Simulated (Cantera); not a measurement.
Input: 1 mol Ta(OEt)₅, 1.1 mol H₂O, at 12000 Pa.

Equilibrium computed with Cantera from the NASA thermochemical tables; the gas is ideal and each condensed phase is pure. Candidate condensed phases: C, C₆H₆, C₇H₈, C₈H₁₈, H₂O, Ta, TaC, Ta₂O₅; 113 gas species. The feed counts by its element totals alone. Mutual solubility and eutectic melting of coexisting phases are not modelled. TaC: taken at fixed stoichiometry. Condensed phases not in the tables: Ta₂C. Kinetics and transport are ignored.

log p: log10 of the partial pressure in bar; n: condensed amount in mol.

```csv
T (K),log p H₂,log p CO,log p CH₄,log p H₂O,log p H,n C(graphite),n TaC(s),n Ta₂O₅(s)
1175,-1.04,-1.54,-3.80,-4.04,[?],5.33,0.303,0.349
1275,-1.08,-1.43,-4.20,-4.45,[?],2.90,1.00,0
1375,-1.08,-1.43,-4.47,-4.85,[?],2.90,1.00,0
1475,-1.08,-1.43,-4.70,-5.20,[?],2.90,1.00,0
1575,-1.08,-1.43,-4.90,-5.50,[?],2.90,1.00,0
1675,-1.08,-1.43,-5.08,-5.77,[?],2.90,1.00,0
1775,-1.08,-1.43,-5.24,-6.00,[?],2.90,1.00,0
```

Q: What belongs in the gaps?

A: 
- 1175, log p H: -7.43
- 1275, log p H: -6.67
- 1375, log p H: -6.01
- 1475, log p H: -5.43
- 1575, log p H: -4.92
- 1675, log p H: -4.48
- 1775, log p H: -4.08
